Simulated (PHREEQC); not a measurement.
Make-up at 20 °C: 0.0011 mol/kgw HF, 0.0012 mol/kgw NaF and 0.00082 mol/kgw Ca(OH)2. Closed to the air; pH follows from the charge balance.

The numbers come from PHREEQC with the ion-association model, wateq4f.dat.

Task: The ionic strength comes out as 0.00362 mol/kgw. What activity coefficients do Ca+2, Na+, CaF+, OH-, CaOH+ get?

Result: Ca+2 0.78, Na+ 0.94, CaF+ 0.94, OH- 0.94, CaOH+ 0.94.

No solid was allowed to form. Saturation is exceeded, for instance for Fluorite; the values hold only as long as no solid forms.
